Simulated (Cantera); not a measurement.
A closed system holds: 1 mol CO2, 0.072 mol SO2, 4 mol O2, held at 2900 °C and 100 Torr.

Equilibrium computed with Cantera from the NASA thermochemical tables; the gas is ideal and each condensed phase is pure. Candidate condensed phases: C, S; 22 gas species. Rates play no part.

Base state: O2 0.468, O 0.372, CO 0.106, CO2 0.0439, SO2 0.00704, SO 0.00341, S 0.000328 (mole fractions); condensed: gas only.

Problem. What changes in the equilibrium state with this change: CO2 replaced by NH3?

Solution. 
```tsv
species	before	after
O2	0.468	0.299
O	0.372	0.297
H	0	0.114
OH	0	0.111
CO	0.106	0
H2O	0	0.0657
N2	0	0.0584
CO2	0.0439	0
H2	0	0.0256
NO	0	0.0189
HO2	0	3.65e-5
N	0	2.65e-5
```
Further candidate phases: H2O, H2SO4.
